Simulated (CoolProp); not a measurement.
Vapour-liquid equilibrium of n-pentane (1) + benzene (2) at 333 K; x and y are mole fractions of (1).

Values from CoolProp's multi-fluid Helmholtz-energy mixture model, Thol 2019 and Thol 2012; pair parameters Bell 2016.

```
x     bubble pressure, mixture model (bar)  bubble pressure, Raoult's law (bar)  y, mixture model  y, Raoult's law
----  ------------------------------------  -----------------------------------  ----------------  ---------------
0.05                                     ?                               0.6006             0.258            0.178
0.15                                     ?                               0.7623                 ?            0.420
0.25                                 1.116                               0.9240             0.627            0.578
0.35                                 1.282                                1.086                 ?            0.689
0.45                                 1.427                                1.247                 ?            0.771
0.55                                 1.561                                1.409             0.813            0.834
0.65                                 1.688                                1.571             0.856            0.884
0.75                                 1.814                                1.732             0.897            0.925
0.85                                 1.941                                1.894                 ?            0.959
0.95                                 2.071                                2.056                 ?            0.987
```

Problem. Complete the blanks.

Solution. 
- 0.05, bubble pressure, mixture model (bar): 0.6706
- 0.15, bubble pressure, mixture model (bar): 0.9186
- 0.15, y, mixture model: 0.503
- 0.35, y, mixture model: 0.706
- 0.45, y, mixture model: 0.764
- 0.85, y, mixture model: 0.938
- 0.95, y, mixture model: 0.979

The largest gap from Raoult's law is +20.8 % in bubble pressure, at x = 0.25. No azeotrope shows between x = 0.05 and 0.95.

The pair parameters rest on a limited set of measurements; away from them the model extrapolates.
